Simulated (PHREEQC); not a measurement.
1 kg of water holding 0.0023 mol K2SO4 and 0.32 mol MgSO4 is evaporated at 50 °C; the solids stay in contact with the brine. CO2 from the air is kept out. Only these solids could form: Arcanite, Brucite, Epsomite, Hexahydrite, Kieserite, Leonite, Misenite, Schoenite.

The series has 17 steps of water left (kg), from 1 to 0.01611.

Computed with PHREEQC (Pitzer model, pitzer.dat).

Problem. Which solids form, in which order, and at which step of the series does each first stand?

Solution. Hexahydrite from water left = 0.05409 kg.

At this temperature some constants are extrapolated from 25 °C, and those without enthalpy data are left unchanged.
